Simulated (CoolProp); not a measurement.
Saturation properties of R143a.

Model: reference Helmholtz-energy equation of state, Lemmon and Jacobsen 2000, in CoolProp.

```csv
T (K),p (MPa),surface tension (mN/m),vapour viscosity (µPa s)
229.9,0.1220,13.7,8.62
233,0.1402,13.2,8.74
236.1,0.1604,___,8.85
239.1,___,12.4,8.96
242.2,0.2068,11.9,___
245.3,0.2340,11.5,9.17
248.3,___,11.0,9.28
251.4,0.2956,10.6,___
254.5,___,10.2,9.50
257.5,0.3688,___,9.61
260.6,0.4109,9.33,9.72
```

What belongs in the gaps?


- 236.1, surface tension (mN/m): 12.8
- 239.1, p (MPa): 0.1821
- 242.2, vapour viscosity (µPa s): 9.07
- 248.3, p (MPa): 0.2629
- 251.4, vapour viscosity (µPa s): 9.39
- 254.5, p (MPa): 0.3313
- 257.5, surface tension (mN/m): 9.75

It boils at 225.9 K under 1 atm.

Viscosity comes from a separate model (Klein 1997), an estimate that may be off by 10 % or more. Surface tension comes from a separate correlation (Mulero 2014).
